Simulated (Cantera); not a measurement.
An adiabatic, constant-volume homogeneous reactor starts with 6.48 % CH₄, 19.6 % O₂, 73.9 % N₂, equivalence ratio 0.66, at 1175 K and 1.00 atm.

Detailed kinetics in Cantera: GRI-Mech 3.0 (53 species, 325 reactions).

### Question
Predict: time of steepest temperature rise; temperature at 0.700 s; equilibrium temperature; x(O₂) at 0.700 s; x(HO₂) at 0.700 s; x(H₂) at 0.700 s; x(NO) at 0.700 s.

### Answer
```
Item                                                                 Value
---------------------------------  ---------------------------------------
time of steepest temperature rise                                  50.6 ms
temperature at 0.700 s                                              2602 K
equilibrium temperature                                             2602 K
x(O₂) at 0.700 s                     0.0603 (gas-phase equilibrium 0.0603)
x(HO₂) at 0.700 s                  9.63e-6 (gas-phase equilibrium 9.63e-6)
x(H₂) at 0.700 s                   0.00306 (gas-phase equilibrium 0.00306)
x(NO) at 0.700 s                     0.0141 (gas-phase equilibrium 0.0141)
```
